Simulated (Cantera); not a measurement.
Feed: 1 mol PbO, 0.44 mol C, 1.1 mol H₂, at 2000 K and 0.140 bar.

Equilibrium computed with Cantera from the NASA thermochemical tables; the gas is ideal and each condensed phase is pure. Gases not in the tables: (PbO)n polymers. Equilibrium is a limit: real reactors are often held back by kinetics, nucleation or transport.

```csv
species,before,after
H₂,0.239,0.374
Pb,0.392,0.317
H₂O,0.193,0.165
CO₂,0.0259,0.0123
CO,0.147,0.128
PbO,0.00144,0.000636
Pb₂,0.000104,6.86e-5
OH,0.000171,0.000117
H,0.00212,0.00266
```
Gas species are given as mole fractions.

Name the change that produced these shifts.
(A) C from 0.44 to 2.2 mol
(B) C from 0.44 to 0.95 mol
(C) C from 0.44 to 2.4 mol
(D) H₂ from 1.1 to 1.7 mol

D, H₂ from 1.1 to 1.7 mol
